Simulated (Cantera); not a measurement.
A perfectly stirred reactor is fed with CH4 : O2 : N2 = 1 : 1.25 : 4.7 (molar parts), at 1000000 Pa; it is adiabatic with a 450 K inlet, and is followed from long to short residence time, starting on the burning branch (τ in s: 0.32, 0.11, 0.036, 0.012, 0.0041, 0.0014, 0.00046, 0.00016, 5.2e-05).

Cantera simulation using GRI-Mech 3.0 (53 species, 325 reactions); the numbers are that mechanism's predictions, not measurements.

Task: Predict: blow-out, bracketed by the residence times tried; x(CH4) at τ = 0.320 s; x(O2) at τ = 0.320 s; x(CO2) at τ = 0.320 s; x(CO) at τ = 0.320 s; x(CH2O) at τ = 0.320 s; x(CH4) at τ = 4.10 ms; x(O2) at τ = 4.10 ms; x(CO2) at τ = 4.10 ms; x(CO) at τ = 4.10 ms; x(CH2O) at τ = 4.10 ms.

Result: 
```json
{
 "blow_out_bracketed_by_the_residence_times_tried": "burning at 0.460 ms, out at 0.160 ms",
 "x(CH4) at τ = 0.320 s": "0.00127",
 "x(O2) at τ = 0.320 s": "2.92e-5",
 "x(CO2) at τ = 0.320 s": "0.0356",
 "x(CO) at τ = 0.320 s": "0.0929",
 "x(CH2O) at τ = 0.320 s": "8.22e-7",
 "x(CH4) at τ = 4.10 ms": "0.00861",
 "x(O2) at τ = 4.10 ms": "0.00153",
 "x(CO2) at τ = 4.10 ms": "0.0399",
 "x(CO) at τ = 4.10 ms": "0.0740",
 "x(CH2O) at τ = 4.10 ms": "1.99e-5"
}
```
